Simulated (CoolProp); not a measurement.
Saturation properties of octamethyltrisiloxane (MDM).

Model: reference Helmholtz-energy equation of state, Thol 2017, in CoolProp.

```json
[
 {"T (°C)": "148.75", "p (bar)": "0.9180", "liquid density (kg/m³)": "679.8", "enthalpy of vaporisation (kJ/kg)": "154.3", "liquid cp (kJ/(kg K))": "2.102", "vapour Z": "0.9307", "surface tension (mN/m)": "6.63"},
 {"T (°C)": "152.55", "p (bar)": "1.015", "liquid density (kg/m³)": "675.1", "enthalpy of vaporisation (kJ/kg)": "152.5", "liquid cp (kJ/(kg K))": "2.112", "vapour Z": "0.9255", "surface tension (mN/m)": "6.37"},
 {"T (°C)": "156.35", "p (bar)": "1.120", "liquid density (kg/m³)": "670.3", "enthalpy of vaporisation (kJ/kg)": "150.8", "liquid cp (kJ/(kg K))": "2.123", "vapour Z": "0.9201", "surface tension (mN/m)": "6.12"},
 {"T (°C)": "160.15", "p (bar)": "1.233", "liquid density (kg/m³)": "665.4", "enthalpy of vaporisation (kJ/kg)": "149.0", "liquid cp (kJ/(kg K))": "2.134", "vapour Z": "0.9144", "surface tension (mN/m)": "5.87"},
 {"T (°C)": "163.95", "p (bar)": "1.355", "liquid density (kg/m³)": "660.5", "enthalpy of vaporisation (kJ/kg)": "147.2", "liquid cp (kJ/(kg K))": "2.145", "vapour Z": "0.9084", "surface tension (mN/m)": "5.62"},
 {"T (°C)": "167.85", "p (bar)": "1.489", "liquid density (kg/m³)": "655.3", "enthalpy of vaporisation (kJ/kg)": "145.4", "liquid cp (kJ/(kg K))": "2.157", "vapour Z": "0.9020", "surface tension (mN/m)": "5.37"},
 {"T (°C)": "171.65", "p (bar)": "1.629", "liquid density (kg/m³)": "650.2", "enthalpy of vaporisation (kJ/kg)": "143.5", "liquid cp (kJ/(kg K))": "2.168", "vapour Z": "0.8954", "surface tension (mN/m)": "5.13"},
 {"T (°C)": "175.45", "p (bar)": "1.780", "liquid density (kg/m³)": "645.1", "enthalpy of vaporisation (kJ/kg)": "141.6", "liquid cp (kJ/(kg K))": "2.179", "vapour Z": "0.8886", "surface tension (mN/m)": "4.89"},
 {"T (°C)": "179.25", "p (bar)": "1.940", "liquid density (kg/m³)": "639.8", "enthalpy of vaporisation (kJ/kg)": "139.7", "liquid cp (kJ/(kg K))": "2.191", "vapour Z": "0.8814", "surface tension (mN/m)": "4.65"},
 {"T (°C)": "183.05", "p (bar)": "2.112", "liquid density (kg/m³)": "634.5", "enthalpy of vaporisation (kJ/kg)": "137.8", "liquid cp (kJ/(kg K))": "2.203", "vapour Z": "0.8740", "surface tension (mN/m)": "4.42"},
 {"T (°C)": "186.85", "p (bar)": "2.295", "liquid density (kg/m³)": "629.1", "enthalpy of vaporisation (kJ/kg)": "135.8", "liquid cp (kJ/(kg K))": "2.215", "vapour Z": "0.8662", "surface tension (mN/m)": "4.20"},
 {"T (°C)": "190.65", "p (bar)": "2.489", "liquid density (kg/m³)": "623.6", "enthalpy of vaporisation (kJ/kg)": "133.7", "liquid cp (kJ/(kg K))": "2.228", "vapour Z": "0.8581", "surface tension (mN/m)": "3.98"},
 {"T (°C)": "194.45", "p (bar)": "2.696", "liquid density (kg/m³)": "618.0", "enthalpy of vaporisation (kJ/kg)": "131.7", "liquid cp (kJ/(kg K))": "2.240", "vapour Z": "0.8496", "surface tension (mN/m)": "3.76"}
]
```

It boils at 152.5 °C under 1 atm.

Surface tension comes from a separate correlation (Mulero 2014), older than this fluid's equation and unchecked against measurements.
